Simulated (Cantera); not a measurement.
What does this Cantera script print?

```python
import numpy as np
import cantera as ct

gas_names = """
    H HO2 H2 H2O H2O2 O OH O2 O3 V VO VO2
""".split()
cond_names = """
    H2O(s) H2O(L) V(cr) V(L) VO(s) VO(L) V2O3(s) V2O3(L) V2O4(I) V2O4(II) V2O4(L) V2O5(s) V2O5(L)
""".split()


def load(file, names, dense=False):
    # The tables refer to 1 bar. Condensed volumes are neglected.
    table = {s.name: s for s in ct.Species.list_from_file(file)}
    out = []
    for n in names:
        d = dict(table[n].input_data)
        d["thermo"] = dict(d["thermo"], **{"reference-pressure": 1e5})
        if dense:
            d["equation-of-state"] = {"model": "constant-volume", "density": "1e6 g/cm^3"}
        out.append(ct.Species.from_dict(d))
    return out


gas = ct.Solution(thermo="ideal-gas", species=load("nasa_gas.yaml", gas_names))
cond = {s.name: ct.Solution(thermo="fixed-stoichiometry", species=[s], name=s.name)
        for s in load("nasa_condensed.yaml", cond_names, dense=True)}
atoms = {
    'V2O3': {'V': 2, 'O': 3},
    'H2': {'H': 2},
    'H2O': {'H': 2, 'O': 1},
}
top_T = {}  # K; cautious upper limits of use, not melting points


def equilibrate(T, P, feed):
    n = {}
    for name, mol in feed.items():
        for a, k in atoms[name].items():
            n[a] = n.get(a, 0.0) + k * mol
    gas.TPX = T, P, n
    mass = sum(n.values()) * gas.mean_molecular_weight
    gas.equilibrate("TP")
    valid = [c for c in cond.values() if c.min_temp <= T <= top_T.get(c.name, c.max_temp)]
    mix = ct.Mixture([(gas, mass / gas.mean_molecular_weight)] + [(c, 0.0) for c in valid])
    mix.T, mix.P = T, P
    mix.equilibrate("TP", solver="vcs", rtol=1e-11, max_steps=5000)
    return mix


results = []
feed = {'V2O3': 1, 'H2': 170, 'H2O': 1.5}  # mol
P = 79  # Pa
for T in [1198, 1298, 1398, 1498, 1598, 1698, 1798, 1898, 1998]:
    mix = equilibrate(T, P, feed)
    results.append((T, P, feed, dict(zip(mix.species_names, mix.species_moles))))

top = {s: max(r[3][s] / sum(r[3][g] for g in gas_names) for r in results) for s in gas_names}
cols = sorted((s for s in top if top[s] > 1e-05), key=lambda s: -top[s])[:8]
seen = [c for c in cond_names if any(r[3].get(c, 0) > 1e-12 for r in results)]
print("log10 of partial pressures in bar; condensed amounts in mol")
print(f"{'T/K':>10s}" + "".join(f"{s[:9]:>10s}" for s in cols + seen))
for T, P, feed, n in results:
    ng = sum(n[g] for g in gas_names)
    print(f"{T:10.4g}" + "".join(f"{np.log10(max(n[s] / ng * P / 1e5, 1e-99)):10.3f}" for s in cols)
          + "".join(f"{n.get(c, 0):10.4g}" for c in seen))
```

It prints:

```
log10 of partial pressures in bar; condensed amounts in mol
       T/K        H2         H       H2O       VO2        VO         V        OH     VO(s)   V2O3(s)
      1198    -3.106    -8.274    -5.161   -13.431   -15.634   -19.521   -12.431         0         1
      1298    -3.106    -7.523    -5.161   -11.813   -13.647   -17.048   -11.466         0         1
      1398    -3.106    -6.878    -5.161   -10.433   -11.953   -14.937   -10.638         0         1
      1498    -3.106    -6.318    -5.161    -9.243   -10.493   -13.115    -9.920         0    0.9999
      1598    -3.107    -5.827    -5.161    -8.209    -9.223   -11.528    -9.291         0    0.9993
      1698    -3.109    -5.394    -5.125    -7.282    -8.128   -10.190    -8.699    0.2785    0.8542
      1798    -3.114    -5.010    -4.957    -6.397    -7.232    -9.217    -8.036       1.9         0
      1898    -3.121    -4.667    -5.010    -5.811    -6.436    -8.151    -7.644     1.577         0
      1998    -3.135    -4.362    -5.157    -5.379    -5.725    -7.105    -7.386     0.619         0
```

Cantera equilibrium calculation (NASA polynomials, part measured and part estimated; ideal gas, pure solids and liquids). Mutual solubility and eutectic melting of coexisting phases are not modelled. VO: taken at fixed stoichiometry. Condensed phases not in the tables: the oxides between V2O3 and V2O5 other than VO2.
